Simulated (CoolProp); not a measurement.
A simple Rankine cycle with dimethyl ether: condensing at 318.15 K, boiler at 2.31 MPa, turbine inlet 356.9 K, turbine efficiency 0.65, pump efficiency 0.7, no recuperator. Each further row changes one setting.

Values from CoolProp's reference Helmholtz-energy equation of state, Wu 2011.

```tsv
case	thermal efficiency (%)	net work (kJ/kg)	heat in (kJ/kg)	turbine exit temperature (K)	volume ratio over the turbine
as stated	5.6	22.0	394	320.3	2.42
turbine inlet 376.9 K	5.8	25.4	441	343.5	2.35
condensing temperature 310.15 K	6.7	27.8	414	312.7	2.98
boiler pressure 1.62 MPa	3.5	14.7	421	338.6	1.62
turbine efficiency 0.55	4.6	18.1	394	322.3	2.45
```
